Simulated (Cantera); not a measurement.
## Silicon oxide and oxynitride deposition: SiH₄ + H₂O + N₂

Charge: 1 mol SiH₄, a varied amount of H₂O, 2.1 mol N₂, held at 1550 °C and 6.60 Torr.

Equilibrium computed with Cantera from the NASA thermochemical tables; the gas is ideal and each condensed phase is pure. Candidate condensed phases: H₂O, Si, SiO₂, Si₂N₂O, Si₃N₄; 35 gas species. The tables' values for SiN are old estimates; treat these amounts as uncertain. The tables hold silica as quartz up to 1696 K and as liquid above; real silica turns to tridymite and cristobalite and melts near 1996 K. Gases not in the tables: Si₂H₆ and higher silanes. The numbers say what is thermodynamically allowed, not how fast it happens.

| n(H₂O) (mol) | x H₂O | x H₂ | x N₂ | x SiO | x H | x OH | x Si | n Si(l) | n SiO₂(condensed) |
|---|---|---|---|---|---|---|---|---|---|
| 0.96 | 7.86e-7 | 0.489 | 0.348 | 0.159 | 0.00323 | 3.62e-10 | 0.000503 | 0.0363 | 0 |
| 3.2 | 0.165 | 0.543 | 0.287 | 0.00128 | 0.00341 | 7.21e-5 | 2.14e-11 | 0 | 0.991 |
| 5.5 | 0.364 | 0.414 | 0.218 | 0.000443 | 0.00298 | 0.000182 | 2.56e-12 | 0 | 0.996 |
| 7.8 | 0.487 | 0.334 | 0.176 | 0.000267 | 0.00267 | 0.000271 | <1e-12 | 0 | 0.997 |
| 10 | 0.566 | 0.282 | 0.149 | 0.000194 | 0.00246 | 0.000343 | <1e-12 | 0 | 0.997 |
| 12 | 0.620 | 0.247 | 0.130 | 0.000155 | 0.00230 | 0.000402 | <1e-12 | 0 | 0.997 |
| 15 | 0.679 | 0.208 | 0.110 | 0.000119 | 0.00211 | 0.000479 | <1e-12 | 0 | 0.998 |
| 17 | 0.709 | 0.188 | 0.0994 | 0.000103 | 0.00201 | 0.000526 | <1e-12 | 0 | 0.998 |
| 19 | 0.734 | 0.172 | 0.0908 | 9.13e-5 | 0.00192 | 0.000570 | <1e-12 | 0 | 0.998 |
x: gas mole fraction; n: condensed amount in mol.

At 0.96 mol H₂O the condensed part is Si(l). From 3.2 mol H₂O to 19 mol H₂O the condensed part is SiO₂(condensed). The main Si-bearing gas is SiO throughout.
